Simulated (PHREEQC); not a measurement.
## Spent oxide etchant

Consider water at 25 °C with 5 mmol/kgw NH4HF2 and 12 mmol/kgw H2SiF6. Closed to the air; pH follows from the charge balance.

Equilibrium calculation in PHREEQC: ion-association model, phreeqc.dat.

Each row changes one thing in this solution. No solid was allowed to form.

```
case                                             pH  ionic strength (mol/kgw)  HF (mol/kgw)  F- (mol/kgw)  HF2- (mol/kgw)
---------------------------------------------  ----  ------------------------  ------------  ------------  --------------
as made                                        1.77                    0.0364       0.00960      0.000460         1.69e-5
H2SiF6 from 0.012 to 0.0012 mol/kgw            2.93                   0.00747       0.00604       0.00378         8.77e-5
NH4HF2 left out                                1.71                    0.0336       0.00510      0.000210         4.10e-6
0.0013 mol/kgw Na2SO4 added                    1.79                    0.0391       0.00957      0.000478         1.75e-5
H2SiF6 replaced by NaBF4 at the same molality  3.13                    0.0178       0.00564       0.00585        0.000127
diluted 10-fold with water                     2.71                   0.00346       0.00202      0.000740         5.73e-6
temperature from 25 to 60 °C                   1.82                    0.0338        0.0148             …         2.61e-5
0.00024 mol/kgw Na2S added                     1.78                    0.0364       0.00958      0.000471         1.73e-5
NH4HF2 from 0.005 to 0.025 mol/kgw             2.27                         …        0.0417       0.00630         0.00101
```

Q: Complete the blanks.

A: 
- temperature from 25 to 60 °C, F- (mol/kgw): 0.000403
- NH4HF2 from 0.005 to 0.025 mol/kgw, ionic strength (mol/kgw): 0.0433

Some of these states are supersaturated (in Quartz (slow to form), Chalcedony (slow to form), for instance). Constants without temperature data keep their 25 °C values here. SiF6-2 is the database's only silicon fluoride.
